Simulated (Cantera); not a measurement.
An isothermal, constant-pressure homogeneous reactor starts with 1.01 % CH4, 99.0 % N2, at 1923 K and 705 Torr.

Computed with Cantera and GRI-Mech 3.0 (53 species, 325 reactions). GRI-Mech 3.0 stops at C3 and has no aromatics, soot or wall deposition, so with more carbon than oxygen in the feed, carbon stays in small species such as C2H2 where larger ones or solid carbon would form.

Q: Predict: x(CH4) at 20.0 s; x(C2H2) at 20.0 s; x(C2H4) at 20.0 s; x(C2H) at 20.0 s; x(H2) at 20.0 s; x(CH2) at 20.0 s.

A: 
```
Quantity                                             Result
-----------------  ----------------------------------------
x(CH4) at 20.0 s    1.18e-6 (gas-phase equilibrium 6.15e-7)
x(C2H2) at 20.0 s  0.00491 (gas-phase equilibrium 0.000214)
x(C2H4) at 20.0 s   7.20e-7 (gas-phase equilibrium 3.14e-8)
x(C2H) at 20.0 s    5.60e-7 (gas-phase equilibrium 2.44e-8)
x(H2) at 20.0 s       0.0149 (gas-phase equilibrium 0.0149)
x(CH2) at 20.0 s   1.86e-9 (gas-phase equilibrium 9.70e-10)
```
